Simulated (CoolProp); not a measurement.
R113 along the isobar 27.9 bar: Z from the reference equation and from simpler models built on Tc = 487.2 K, pc = 33.92 bar, ω = 0.253; each cubic takes its own stable root.

Computed with CoolProp (reference Helmholtz-energy equation of state, Marx 1992).

```csv
T (K),phase,reference,van der Waals,Soave-Redlich-Kwong
435.1,liquid,0.1228,0.1971,0.1388
439.5,liquid,…,0.1988,0.1405
443.8,liquid,0.1245,…,0.1425
448.1,liquid,0.1256,0.2034,0.1449
452.4,liquid,0.1270,0.2067,0.1478
456.8,liquid,0.1288,0.2111,…
461.1,liquid,0.1311,0.2171,0.1558
465.4,liquid,0.1341,0.5564,0.1616
469.7,liquid,0.1383,0.5844,0.1697
478.4,gas,0.5583,0.6259,0.5686
482.7,gas,0.5901,0.6424,0.5974
487,gas,0.6157,0.6571,0.6214
491.4,gas,0.6379,0.6706,0.6425
495.7,gas,…,0.6828,0.6608
500,gas,0.6735,0.6940,0.6772
```

What belongs in the gaps?


- 439.5, reference: 0.1235
- 443.8, van der Waals: 0.2008
- 456.8, Soave-Redlich-Kwong: 0.1514
- 495.7, reference: 0.6567

At some of these states van der Waals gives the other phase, because its saturation line lies elsewhere.
